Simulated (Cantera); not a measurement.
Charge: 1 mol CH₃F, 0.016 mol HCl, held at 3073 K and 100000 Pa.

Equilibrium computed with Cantera from the NASA thermochemical tables; the gas is ideal and each condensed phase is pure. Candidate condensed phases: C, C₆H₆, C₇H₈, C₈H₁₈; 118 gas species. Rates play no part.

Base state: HF 0.463, H₂ 0.375, H 0.120, C₂H₂ (acetylene) 0.0287, HCl 0.00610, C₂H 0.00175, Cl 0.00133, F 0.00105 (mole fractions); condensed: C(graphite).

Question: What changes in the equilibrium state with this change: CH₃F replaced by CH₂F₂?

Answer: 
```
species              before     after
-----------------  --------  --------
HF                    0.463     0.949
F                   0.00105    0.0174
H                     0.120    0.0148
H₂                    0.375   0.00569
C₂H₂ (acetylene)     0.0287  0.000435
CH₄                 1.02e-5   2.34e-9
CH₃                 5.07e-5   9.48e-8
CF₂                 4.67e-6   0.00129
C₂H₂ (vinylidene)  0.000107   1.62e-6
C₆H₂                3.11e-5   4.71e-7
C(graphite), mol      0.854     0.985
```

Question: What changes in the equilibrium state with this change: temperature from 3073 K to 3475 K?

Answer: 
| species | before | after |
|---|---|---|
| HF | 0.463 | 0.400 |
| H | 0.120 | 0.264 |
| H₂ | 0.375 | 0.223 |
| C₃ | 0.000666 | 0.0240 |
| C₂H | 0.00175 | 0.0165 |
| C₂H₂ (acetylene) | 0.0287 | 0.0455 |
| C₅ | 1.51e-5 | 0.00152 |
| C₄ | 2.76e-6 | 0.000265 |
| C₂ | 6.87e-5 | 0.00268 |
| C | 9.98e-5 | 0.00249 |
| C(graphite), mol | 0.854 | 0.429 |

Question: What changes in the equilibrium state with this change: temperature from 3073 K to 2050 K?

Answer: 
```tsv
species	before	after
HF	0.463	0.496
H₂	0.375	0.494
HCl	0.00610	0.00791
H	0.120	0.00159
C₂H₂ (acetylene)	0.0287	0.000525
C₃	0.000666	<1e-9
C	9.98e-5	<1e-9
C₂	6.87e-5	<1e-9
C₂H	0.00175	3.74e-8
C(graphite), mol	0.854	0.998
```
